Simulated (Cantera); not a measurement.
**Thermodynamics of fluorocarbon and chlorocarbon gases, feed CF₄ + H₂**

Input: 1 mol CF₄, 3 mol H₂, at 91000 Pa.

These are equilibrium values from Cantera (NASA tables, ideal gas, pure condensed phases), not measurements of a reactor. Candidate condensed phases: C, C₆H₆, C₇H₈, C₈H₁₈; 95 gas species. Equilibrium is a limit: real reactors are often held back by kinetics, nucleation or transport.

From 450 °C to 3050 °C the condensed part is C(graphite). The main C-bearing gas is CH₄ at 450 °C and C₂H₂ (acetylene) at 3050 °C.

```json
[
 {"T (°C)": "450", "x HF": "0.842", "x H₂": "0.105", "x H": "<1e-12", "x CH₄": "0.0531", "x C₂H₂ (acetylene)": "<1e-12", "n C(graphite)": "0.748"},
 {"T (°C)": "650", "x HF": "0.806", "x H₂": "0.187", "x H": "1.11e-10", "x CH₄": "0.00738", "x C₂H₂ (acetylene)": "2.22e-11", "n C(graphite)": "0.963"},
 {"T (°C)": "850", "x HF": "0.801", "x H₂": "0.198", "x H": "1.99e-8", "x CH₄": "0.00105", "x C₂H₂ (acetylene)": "4.36e-9", "n C(graphite)": "0.995"},
 {"T (°C)": "1050", "x HF": "0.800", "x H₂": "0.200", "x H": "7.43e-7", "x CH₄": "0.000246", "x C₂H₂ (acetylene)": "1.65e-7", "n C(graphite)": "0.999"},
 {"T (°C)": "1250", "x HF": "0.800", "x H₂": "0.200", "x H": "1.08e-5", "x CH₄": "8.37e-5", "x C₂H₂ (acetylene)": "2.36e-6", "n C(graphite)": "1.000"},
 {"T (°C)": "1450", "x HF": "0.800", "x H₂": "0.200", "x H": "8.55e-5", "x CH₄": "3.66e-5", "x C₂H₂ (acetylene)": "1.81e-5", "n C(graphite)": "1.000"},
 {"T (°C)": "1650", "x HF": "0.800", "x H₂": "0.200", "x H": "0.000441", "x CH₄": "1.91e-5", "x C₂H₂ (acetylene)": "9.01e-5", "n C(graphite)": "0.999"},
 {"T (°C)": "1850", "x HF": "0.799", "x H₂": "0.199", "x H": "0.00168", "x CH₄": "1.12e-5", "x C₂H₂ (acetylene)": "0.000329", "n C(graphite)": "0.997"},
 {"T (°C)": "2050", "x HF": "0.798", "x H₂": "0.196", "x H": "0.00505", "x CH₄": "7.16e-6", "x C₂H₂ (acetylene)": "0.000949", "n C(graphite)": "0.990"},
 {"T (°C)": "2250", "x HF": "0.795", "x H₂": "0.190", "x H": "0.0127", "x CH₄": "4.76e-6", "x C₂H₂ (acetylene)": "0.00226", "n C(graphite)": "0.977"},
 {"T (°C)": "2450", "x HF": "0.788", "x H₂": "0.179", "x H": "0.0275", "x CH₄": "3.15e-6", "x C₂H₂ (acetylene)": "0.00458", "n C(graphite)": "0.951"},
 {"T (°C)": "2650", "x HF": "0.777", "x H₂": "0.161", "x H": "0.0521", "x CH₄": "2.00e-6", "x C₂H₂ (acetylene)": "0.00796", "n C(graphite)": "0.907"},
 {"T (°C)": "2850", "x HF": "0.757", "x H₂": "0.136", "x H": "0.0876", "x CH₄": "1.15e-6", "x C₂H₂ (acetylene)": "0.0119", "n C(graphite)": "0.822"},
 {"T (°C)": "3050", "x HF": "0.721", "x H₂": "0.105", "x H": "0.131", "x CH₄": "5.77e-7", "x C₂H₂ (acetylene)": "0.0151", "n C(graphite)": "0.596"}
]
```
x: gas mole fraction; n: condensed amount in mol.
